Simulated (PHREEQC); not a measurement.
A column of 1 m (40 cells, dispersivity 0.08 m, 3600 s a shift, diffusion coefficient 3e-10 m²/s) holds 0.023 eq of the database's cation exchanger X per kg of pore water, first in equilibrium with 0.00046 mol LiCl, 0.07 mol KCl and 1e-05 mol HCl per kg of water. It is flushed with 19 mmol/kgw KCl, 23 mmol/kgw ZnSO4 and 0.01 mmol/kgw HCl, at 40 °C. Values are for the last cell. CO2 from the air is kept out. Precipitation was switched off in this run.

Base run: PHREEQC, ion-association model, phreeqc.dat. Each further column changes one thing. The table gives Zn in solution (mol/kgw).

```csv
pore volumes,base,exchange capacity from 0.023 to 0.011 eq/kgw,dispersivity from 0.08 to 0.16 m
0,0,0,0
0.4125,7.32e-6,___,___
0.9125,0.00386,0.00707,___
1.312,0.0121,___,0.0129
1.712,0.0180,0.0203,___
2.112,0.0210,0.0221,___
2.612,0.0224,0.0228,___
3.013,0.0228,0.0229,0.0223
```

Question: Complete the blanks.

Answer: 
- 0.4125, exchange capacity from 0.023 to 0.011 eq/kgw: 5.51e-5
- 0.4125, dispersivity from 0.08 to 0.16 m: 0.000185
- 0.9125, dispersivity from 0.08 to 0.16 m: 0.00629
- 1.312, exchange capacity from 0.023 to 0.011 eq/kgw: 0.0157
- 1.712, dispersivity from 0.08 to 0.16 m: 0.0174
- 2.112, dispersivity from 0.08 to 0.16 m: 0.0200
- 2.612, dispersivity from 0.08 to 0.16 m: 0.0216

Constants without temperature data keep their 25 °C values here.
